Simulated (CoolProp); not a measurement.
Saturation properties of R134a (Tc = 374.2 K, pc = 4059 kPa, ω = 0.327).

Values from CoolProp's reference Helmholtz-energy equation of state, Tillner-Roth 1994.

```csv
T (K),p (kPa),enthalpy of vaporisation (kJ/kg),liquid cp (kJ/(kg K)),vapour Z,vapour viscosity (µPa s),liquid conductivity (mW/(m K))
278.1,349.1,194.8,1.355,0.9006,10.9,89.8
281.9,397.6,191.8,1.366,0.8915,11.1,88.2
285.7,451.1,188.6,1.379,0.8819,11.2,86.5
289.6,511.5,185.4,1.392,0.8715,11.3,84.8
293.4,576.1,182.1,1.406,0.8608,11.5,83.2
297.3,648.7,178.6,1.421,0.8492,11.7,81.5
301.1,725.8,175.0,1.437,0.8373,11.8,79.9
304.9,809.7,171.4,1.455,0.8248,12.0,78.2
308.8,903.1,167.5,1.474,0.8113,12.2,76.6
312.6,1002,163.6,1.495,0.7975,12.3,75.0
316.5,1111,159.4,1.519,0.7825,12.5,73.3
320.3,1226,155.1,1.545,0.7672,12.8,71.7
324.1,1350,150.7,1.574,0.7511,13.0,70.0
328,1486,145.9,1.607,0.7336,13.2,68.3
```

It boils at 247.1 K under 1 atm.

Viscosity comes from a separate model (Huber 2003), an estimate that may be off by 10 % or more. Thermal conductivity comes from a separate model (McLinden 2000), an estimate that may be off by 10 % or more.
